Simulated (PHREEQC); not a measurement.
Make-up at 20 °C: 8.2 mmol/kgw LiOH and 41 mmol/kgw (CH3)4NCl. Closed to the air; pH follows from the charge balance.

All values are PHREEQC results (ion-association model, phreeqc.dat), not measurements.

```yaml
pH: 11.99
ionic_strength: 0.0492 mol/kgw
total_alkalinity: 8.20 meq/kg
```

```json
[
 {"species": "Cl-", "molality": "0.0410", "activity": "0.0335", "log γ": "-0.088"},
 {"species": "(CH3)4N+", "molality": "0.0410", "activity": "0.0336", "log γ": "-0.087"},
 {"species": "OH-", "molality": "0.00820", "activity": "0.00667", "log γ": "-0.089"},
 {"species": "Li+", "molality": "0.00820", "activity": "0.00685", "log γ": "-0.078"}
]
```

No solid was allowed to form. Species that the database lacks are ignored. (CH3)4N+ isn't in the database: it is added as a free cation with an ion size of 4 Å.
